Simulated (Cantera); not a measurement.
A closed system holds: 1 mol C2H2, 0.059 mol NH3, 3.5 mol H2, equilibrated at 0.0100 bar.

Equilibrium computed with Cantera from the NASA thermochemical tables; the gas is ideal and each condensed phase is pure. Candidate condensed phases: C, C6H6, C7H8, C8H18; 92 gas species. The numbers say what is thermodynamically allowed, not how fast it happens.

Q: Which condensed phases are stable at each of these points (T (°C)): 227, 427, 627, 827, 1027, 1227, 1427, 1627, 1827, 2027, 2227, 2427, 2627?

A: 
```json
[
 {"T (°C)": "227", "condensed phases": "gas only", "C condensed (%)": "0.0"},
 {"T (°C)": "427", "condensed phases": "C(graphite)", "C condensed (%)": "84.5"},
 {"T (°C)": "627", "condensed phases": "C(graphite)", "C condensed (%)": "99.3"},
 {"T (°C)": "827", "condensed phases": "C(graphite)", "C condensed (%)": "99.9"},
 {"T (°C)": "1027", "condensed phases": "C(graphite)", "C condensed (%)": "100.0"},
 {"T (°C)": "1227", "condensed phases": "C(graphite)", "C condensed (%)": "100.0"},
 {"T (°C)": "1427", "condensed phases": "C(graphite)", "C condensed (%)": "99.9"},
 {"T (°C)": "1627", "condensed phases": "C(graphite)", "C condensed (%)": "99.6"},
 {"T (°C)": "1827", "condensed phases": "C(graphite)", "C condensed (%)": "99.0"},
 {"T (°C)": "2027", "condensed phases": "C(graphite)", "C condensed (%)": "97.4"},
 {"T (°C)": "2227", "condensed phases": "C(graphite)", "C condensed (%)": "94.4"},
 {"T (°C)": "2427", "condensed phases": "C(graphite)", "C condensed (%)": "89.2"},
 {"T (°C)": "2627", "condensed phases": "C(graphite)", "C condensed (%)": "72.0"}
]
```

At 227 °C nothing is condensed. From 427 °C to 2627 °C the condensed part is C(graphite).
